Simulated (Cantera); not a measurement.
Charge: 1 mol V2O5, 55 mol H2, 0.88 mol N2, at 1702 °C and 1 atm.

Method: chemical equilibrium by Gibbs-energy minimisation in Cantera with the NASA 1993 tables (ideal gas, pure condensed phases). Candidate condensed phases: H2O, V, VN, VO, V2O3, V2O4, V2O5; 28 gas species. Condensed phases not in the tables: the oxides between V2O3 and V2O5 other than VO2. The numbers say what is thermodynamically allowed, not how fast it happens.

Base state: H2 0.947, H2O 0.0358, N2 0.0157, H 0.00132, VO2 1.04e-5 (mole fractions); condensed: V2O3(s).

### Question
What changes in the equilibrium state with this change: temperature from 1702 °C to 1350 °C?

### Answer
| species | before | after |
|---|---|---|
| H2 | 0.947 | 0.948 |
| H2O | 0.0358 | 0.0358 |
| N2 | 0.0157 | 0.0157 |
| H | 0.00132 | 6.69e-5 |
| VO2 | 1.04e-5 | 2.18e-8 |
| V2O3(s), mol | 1.000 | 1.000 |
